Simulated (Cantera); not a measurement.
Charge: 1 mol CsCl, 0.78 mol H2O, 0.64 mol H2, held at 2125 K and 133 Pa.

Equilibrium computed with Cantera from the NASA thermochemical tables; the gas is ideal and each condensed phase is pure. Candidate condensed phases: Cs, CsCl, CsOH, H2O; 22 gas species. The numbers say what is thermodynamically allowed, not how fast it happens.

Base state: CsCl 0.348, H2O 0.292, H2 0.217, H 0.0463, Cs 0.0407, HCl 0.0381, OH 0.00774, Cl 0.00597 (mole fractions); condensed: gas only.

Problem. What changes in the equilibrium state with this change: temperature from 2125 K to 2173.15 K?

Solution. 
| species | before | after |
|---|---|---|
| CsCl | 0.348 | 0.335 |
| H2O | 0.292 | 0.282 |
| H2 | 0.217 | 0.208 |
| H | 0.0463 | 0.0603 |
| OH | 0.00774 | 0.0109 |
| Cs | 0.0407 | 0.0468 |
| HCl | 0.0381 | 0.0414 |
| O | 0.00117 | 0.00223 |
| O2 | 0.000672 | 0.00128 |
| Cl | 0.00597 | 0.00877 |
| CsOH | 0.00328 | 0.00336 |
